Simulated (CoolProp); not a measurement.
A single-stage vapour-compression cycle with the fluid: evaporating at 238.15 K (dew point), condensing at 270.15 K (bubble point), superheat 10 K, subcooling 0 K, compressor efficiency 0.9, no pressure losses. The same conditions are run with several fluids, on thermodynamics alone (safety and materials aside).

Computed with CoolProp (reference Helmholtz-energy equation of state of each fluid (R410A: Lemmon 2003; R115: Lemmon 2016; cis-2-butene: Lemmon 2005; sulfur dioxide: Gao 2016; R236FA: Pan 2012; propylene: Lemmon 2013)). Blends and air are pseudo-pure fits.

```tsv
fluid	cooling COP	pressure ratio	discharge temperature (K)	refrigerating effect (kJ/kg)	volumetric capacity (kJ/m³)
R410A	5.70	3.33	304.7	221	(withheld)
R115	5.70	3.29	279.0	99.1	944
cis-2-butene	6.02	4.47	298.5	396	189
sulfur dioxide	(withheld)	4.76	354.1	373	(withheld)
R236FA	5.90	4.84	282.3	145	(withheld)
propylene	5.84	3.07	297.0	364	1350
```

Q: What belongs in the gaps?

A: 
- R410A, volumetric capacity (kJ/m³): 1800
- sulfur dioxide, cooling COP: 5.71
- sulfur dioxide, volumetric capacity (kJ/m³): 338
- R236FA, volumetric capacity (kJ/m³): 213
